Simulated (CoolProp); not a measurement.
Methanol along the isotherm 184.35 °C: Z from the reference equation and from simpler models built on Tc = 240.2 °C, pc = 82.16 bar, ω = 0.565; each cubic takes its own stable root.

Model: reference Helmholtz-energy equation of state, de Reuck 1993, in CoolProp.

```json
[
 {"p (bar)": "103", "phase": "liquid", "reference": "0.1411"},
 {"p (bar)": "205", "phase": "liquid", "reference": "0.2689"},
 {"p (bar)": "308", "phase": "liquid", "reference": "0.3917"},
 {"p (bar)": "411", "phase": "liquid", "reference": "0.5100"},
 {"p (bar)": "513", "phase": "liquid", "reference": "0.6238"},
 {"p (bar)": "616", "phase": "liquid", "reference": "0.7361"},
 {"p (bar)": "719", "phase": "liquid", "reference": "0.8460"},
 {"p (bar)": "822", "phase": "liquid", "reference": "0.9540"}
]
```

**Question.** How far does each simpler model (Redlich-Kwong, Soave-Redlich-Kwong, Peng-Robinson) lie from the reference over these 8 states: mean and median of the absolute difference, and the worst?

**Answer.** 
- Redlich-Kwong: mean 41.9 %, median 40.6 %, worst +50.2 % at 184.35 °C and 103 bar
- Soave-Redlich-Kwong: mean 36.7 %, median 36.3 %, worst +39.0 % at 184.35 °C and 103 bar
- Peng-Robinson: mean 21.9 %, median 21.6 %, worst +23.1 % at 184.35 °C and 103 bar
